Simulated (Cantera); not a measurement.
Charge: 1 mol CH2F2, 2.5 mol H2, 0.99 mol HCl, held at 1977 °C and 56.3 Torr.

Cantera equilibrium calculation (NASA polynomials, part measured and part estimated; ideal gas, pure solids and liquids). Candidate condensed phases: C, C6H6, C7H8, C8H18; 118 gas species. Rates play no part.

**Question.** What is the equilibrium state?

**Answer.** 
- x(H2): 0.442
- x(HF): 0.360
- x(HCl): 0.173
- x(H): 0.0180
- x(Cl): 0.00511
- x(C2H2 (acetylene)): 0.00148
- x(F): 1.49e-5
- x(C2HCl): 4.23e-6
- x(CH4): 3.47e-6
- n(C(graphite)): 0.983 mol
- gas amount: 5.554 mol
